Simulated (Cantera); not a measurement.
Charge: 1 mol SiH2Cl2, 7.5 mol N2, at 10000 Pa.

These are equilibrium values from Cantera (NASA tables, ideal gas, pure condensed phases), not measurements of a reactor. Candidate condensed phases: NH4Cl, Si, Si3N4; 28 gas species. N2 is the only nitrogen source here; it is nearly inert below about 1500 K, so the nitride shown seldom forms there in practice. The tables' values for SiCl3, SiCl, SiN are old estimates; treat these amounts as uncertain. Gases not in the tables: Si2H6 and higher silanes. The numbers say what is thermodynamically allowed, not how fast it happens.

log p: log10 of the partial pressure in bar; n: condensed amount in mol.

```csv
T (K),log p N2,log p HCl,log p H2,log p SiCl2,log p SiCl4,log p SiCl3,log p H,n Si3N4(s),n Si(l)
873,-1.10,-1.91,-2.28,-9.77,-2.59,-7.06,-11.47,0.257,0
973,-1.10,-1.88,-2.32,[?],-2.62,-6.07,[?],0.263,0
1073,-1.10,-1.86,-2.35,-6.66,-2.65,-5.26,-9.03,0.267,0
1173,-1.10,-1.85,-2.37,-5.51,-2.68,-4.59,-8.11,0.271,0
1273,-1.10,-1.84,-2.39,-4.55,-2.71,-4.04,-7.34,0.272,0
1373,-1.10,-1.83,-2.40,-3.74,-2.77,-3.59,-6.68,0.270,0
1473,-1.10,-1.84,-2.39,-3.10,-2.91,-3.27,-6.09,0.257,0
1573,-1.10,-1.88,-2.34,-2.64,-3.23,-3.15,-5.56,0.225,0
1673,-1.11,-1.96,-2.26,-2.37,-3.78,-3.23,-5.07,0.180,0
1773,-1.11,-2.07,-2.18,-2.22,-4.45,-3.45,-4.64,0.137,0
1873,-1.10,[?],-2.12,-2.14,[?],-3.71,[?],[?],0
1973,-1.10,-2.30,-2.10,-2.11,-5.73,-3.96,-3.92,0,0.239
2073,-1.10,-2.28,-2.11,-2.12,-6.05,-4.09,-3.63,0,0.239
```

Task: What belongs in the gaps?

Result: 
- 973, log p SiCl2: -8.05
- 973, log p H: -10.13
- 1873, log p HCl: -2.20
- 1873, log p SiCl4: -5.13
- 1873, log p H: -4.25
- 1873, n Si3N4(s): 0.101
